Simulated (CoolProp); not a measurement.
Properties of dimethyl carbonate along the isotherm 600 K (Tc = 557.0 K, pc = 4.909 MPa, ω = 0.346).

Model: reference Helmholtz-energy equation of state, Zhou 2011, in CoolProp.

```
p (MPa)          phase  density (kg/m³)  cp (kJ/(kg K))  cv (kJ/(kg K))  speed of sound (m/s)  Joule-Thomson coefficient (K/MPa)
-------  -------------  ---------------  --------------  --------------  --------------------  ---------------------------------
0.0776             gas            1.407      (withheld)      (withheld)                 240.5                              5.462
0.131              gas            2.383           1.864           1.769                 239.8                              5.482
0.221              gas            4.040           1.867           1.769                 238.8                              5.518
0.373              gas            6.878           1.872           1.771                 237.0                              5.580
0.63               gas            11.79           1.882           1.773                 233.8                              5.689
1.06               gas            20.36           1.900           1.777                 228.5                              5.888
1.79               gas       (withheld)           1.937           1.785                 219.0                              6.276
3.03               gas            67.11           2.034           1.802                 201.4                              7.115
5.11     supercritical            141.3           2.444           1.845                 168.5                              8.966
8.62     supercritical            401.3           3.894           1.907                 172.5                              5.150
14.5     supercritical            580.9           2.832           1.870                 316.9                              1.186
24.5     supercritical            674.7           2.500           1.863            (withheld)                             0.3256
```

Q: What belongs in the gaps?

A: 
- 0.0776, cp (kJ/(kg K)): 1.862
- 0.0776, cv (kJ/(kg K)): 1.768
- 1.79, density (kg/m³): 36.07
- 24.5, speed of sound (m/s): 462.4

The peak of cp marks the crossing from liquid-like to gas-like fluid above the critical point.
